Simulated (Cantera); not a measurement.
An isothermal, constant-pressure homogeneous reactor starts with 2.88 % CH4, 92.9 % H2, 4.18 % H, at 1975 K and 2670 Pa.

Cantera simulation using GRI-Mech 3.0 (53 species, 325 reactions); the numbers are that mechanism's predictions, not measurements. GRI-Mech 3.0 stops at C3 and has no aromatics, soot or wall deposition, so with more carbon than oxygen in the feed, carbon stays in small species such as C2H2 where larger ones or solid carbon would form. Radical loss at walls, strong at low pressure, is not modelled.

One state of this run: x CH4 = 0.00888; x H2 = 0.968; x H = 0.0121; x C2H2 = 0.00873; x CH3 = 0.00218; x C2H = 1.88e-6. x: mole fraction; the columns are a selection and need not sum to one.

**Question.** Which value of t (s) does it belong to?
(A) 200
(B) 0.00269
(C) 49.2
(D) 2.98

**Answer.** B, 0.00269
